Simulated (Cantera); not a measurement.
A perfectly stirred reactor is fed with 1.28 % CH₂O, 0.344 % O₂, 98.4 % N₂, at 4.93 atm; it is held at 1425 K, and followed from long to short residence time.

Detailed kinetics in Cantera: GRI-Mech 3.0 (53 species, 325 reactions).

Task: Predict: x(CH₂O) at τ = 7.00 s; x(O₂) at τ = 7.00 s; x(HO₂) at τ = 7.00 s; x(CH₄) at τ = 7.00 s; x(CH₂O) at τ = 29.0 ms; x(O₂) at τ = 29.0 ms; x(HO₂) at τ = 29.0 ms; x(CH₄) at τ = 29.0 ms.

Result: 
| Quantity | Result |
|---|---|
| x(CH₂O) at τ = 7.00 s | 1.44e-7 |
| x(O₂) at τ = 7.00 s | 1.40e-6 |
| x(HO₂) at τ = 7.00 s | 1.45e-9 |
| x(CH₄) at τ = 7.00 s | 2.96e-8 |
| x(CH₂O) at τ = 29.0 ms | 2.71e-6 |
| x(O₂) at τ = 29.0 ms | 2.63e-5 |
| x(HO₂) at τ = 29.0 ms | 3.72e-8 |
| x(CH₄) at τ = 29.0 ms | 6.47e-7 |
